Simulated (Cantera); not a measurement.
What does this Cantera script print?

```python
import numpy as np
import cantera as ct

gas_names = [...]  # 109 gases of nasa_gas.yaml made of C, Cl, H, Si
cond_names = """
    C(gr) C6H6(L) C7H8(L) C8H18(L),n-octa Si(cr) Si(L) SiC(b)
""".split()


# ... load() reads the species with a 1 bar reference pressure and builds the phases ...
atoms = {
    'SiHCl3': {'Si': 1, 'H': 1, 'CL': 3},
    'C2H4': {'C': 2, 'H': 4},
    'H2': {'H': 2},
}
top_T = {'C(gr)': 4500, 'SiC(b)': 3050}  # K; cautious upper limits of use, not melting points


# ... equilibrate(T, P, feed) seeds the gas with the atoms and calls Mixture.equilibrate('TP', solver="vcs", rtol=1e-11, max_steps=5000) ...
results = []
feed = {'SiHCl3': 1, 'C2H4': 0.039, 'H2': 610}  # mol
T = 1498.15  # K
P = 4400  # Pa
mix = equilibrate(T, P, feed)
results.append((T, P, feed, dict(zip(mix.species_names, mix.species_moles))))
x = sorted(zip(gas.X, gas.species_names), reverse=True)
print(f"T = {T:g} K  P = {P:g} Pa  gas = {mix.phase_moles(0):.4g} mol")
print("   x: " + "  ".join(f"{s} {v:.3e}" for v, s in x if v > 0.001))
print("   condensed (mol): " + ("  ".join(f"{mix.phase(i).name} {mix.phase_moles(i):.4g}"
      for i in range(1, mix.n_phases) if mix.phase_moles(i) > 1e-12) or "none"))
```

It prints:

```
T = 1498.15 K  P = 4400 Pa  gas = 612.1 mol
   x: H2 9.951e-01  HCL 4.754e-03
   condensed (mol): Si(cr) 0.8764  SiC(b) 0.0775
```

These are equilibrium values from Cantera (NASA tables, ideal gas, pure condensed phases), not measurements of a reactor. Mutual solubility and eutectic melting of coexisting phases are not modelled.
